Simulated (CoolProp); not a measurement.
Properties of carbonyl sulfide at several states.

Computed with CoolProp (reference Helmholtz-energy equation of state, Lemmon 2006). It is a short technical equation, of lower accuracy than the large ones.

| T (°C) | p (MPa) | phase | cp (kJ/(kg K)) | speed of sound (m/s) | isothermal compressibility (1/MPa) | expansivity (1/kK) | fugacity coefficient |
|---|---|---|---|---|---|---|---|
| 109.25 | 0.175 | gas | … | … | 5.766 | 2.689 | 0.9911 |
| 214.05 | 5.28 | gas | … | … | … | … | … |
| 46.95 | 0.0223 | gas | 0.7104 | … | 44.93 | 3.143 | 0.9980 |

Complete the blanks.


- 109.25, cp (kJ/(kg K)): 0.7601
- 109.25, speed of sound (m/s): 253.2
- 214.05, cp (kJ/(kg K)): 0.9567
- 214.05, speed of sound (m/s): 264.3
- 214.05, isothermal compressibility (1/MPa): 0.2185
- 214.05, expansivity (1/kK): 3.238
- 214.05, fugacity coefficient: 0.8806
- 46.95, speed of sound (m/s): 234.3
